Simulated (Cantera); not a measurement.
Cantera run:

```python
import numpy as np
import cantera as ct

gas_names = [...]  # 92 gases of nasa_gas.yaml made of C, H, N
cond_names = """
    C(gr) C6H6(L) C7H8(L) C8H18(L),n-octa
""".split()


# ... load() reads the species with a 1 bar reference pressure and builds the phases ...
atoms = {
    'C3H6': {'C': 3, 'H': 6},
    'H2': {'H': 2},
    'N2': {'N': 2},
}
top_T = {'C(gr)': 4500}  # K; cautious upper limits of use, not melting points


# ... equilibrate(T, P, feed) seeds the gas with the atoms and calls Mixture.equilibrate('TP', solver="vcs", rtol=1e-11, max_steps=5000) ...
results = []
feed = {'C3H6': 1, 'H2': 3, 'N2': 0.17}  # mol
P = 940000  # Pa
for T in [523, 673, 823, 973, 1123, 1273, 1423, 1573, 1723, 1873, 2023, 2173, 2323]:
    mix = equilibrate(T, P, feed)
    results.append((T, P, feed, dict(zip(mix.species_names, mix.species_moles))))

top = {s: max(r[3][s] / sum(r[3][g] for g in gas_names) for r in results) for s in gas_names}
cols = sorted((s for s in top if top[s] > 0.0001), key=lambda s: -top[s])[:5]
seen = [c for c in cond_names if any(r[3].get(c, 0) > 1e-12 for r in results)]
print("log10 of partial pressures in bar; condensed amounts in mol")
print(f"{'T/K':>10s}" + "".join(f"{s[:9]:>10s}" for s in cols + seen))
for T, P, feed, n in results:
    ng = sum(n[g] for g in gas_names)
    print(f"{T:10.4g}" + "".join(f"{np.log10(max(n[s] / ng * P / 1e5, 1e-99)):10.3f}" for s in cols)
          + "".join(f"{n.get(c, 0):10.4g}" for c in seen))
```

It prints:

```
log10 of partial pressures in bar; condensed amounts in mol
       T/K        H2       CH4        N2       HCN C2H2,acet     C(gr)
       523    -1.041     0.945    -0.301   -12.341   -20.779   0.01633
       673    -0.135     0.913    -0.317    -8.905   -14.815    0.1299
       823     0.417     0.803    -0.366    -6.759   -11.059    0.5126
       973     0.729     0.566    -0.446    -5.337    -8.540     1.264
      1123     0.873     0.213    -0.519    -4.347    -6.785     2.087
      1273     0.927    -0.173    -0.558    -3.613    -5.503     2.589
      1423     0.946    -0.527    -0.575    -3.039    -4.518      2.81
      1573     0.954    -0.829    -0.583    -2.577    -3.732     2.902
      1723     0.957    -1.084    -0.589    -2.198    -3.087     2.941
      1873     0.958    -1.299    -0.596    -1.883    -2.548     2.954
      2023     0.958    -1.482    -0.607    -1.617    -2.091      2.95
      2173     0.957    -1.640    -0.624    -1.393    -1.699     2.929
      2323     0.955    -1.779    -0.648    -1.204    -1.360     2.885
```

Method: chemical equilibrium by Gibbs-energy minimisation in Cantera with the NASA 1993 tables (ideal gas, pure condensed phases).
